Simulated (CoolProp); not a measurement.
Vapour-liquid equilibrium of ethane (1) + C3F8 (R218) (2) at 234.2 K; x and y are mole fractions of (1).

The numbers come from the multi-fluid Helmholtz-energy mixture model, Bücker 2006 and Lemmon 2006; pair parameters Bell 2016 in CoolProp.

```tsv
x	bubble pressure, mixture model (bar)	bubble pressure, Raoult's law (bar)	y, mixture model	y, Raoult's law
0.05	1.678	1.274	0.463	0.316
0.15	3.123	1.987	0.726	0.607
0.25	4.309	2.700	0.812	0.745
0.35	5.182	3.412	0.852	0.825
0.45	5.794	4.125	0.875	0.878
0.55	6.239	4.838	0.892	0.915
0.65	6.608	5.551	0.906	0.942
0.75	6.969	6.263	0.922	0.963
0.85	7.365	6.976	0.944	0.980
0.95	7.810	7.689	0.977	0.994
```

The largest gap from Raoult's law is +59.6 % in bubble pressure, at x = 0.25. No azeotrope shows between x = 0.05 and 0.95.

The pair parameters rest on a limited set of measurements; away from them the model extrapolates. With so large a gap from Raoult's law the liquid may split in two, which this calculation doesn't test in full.
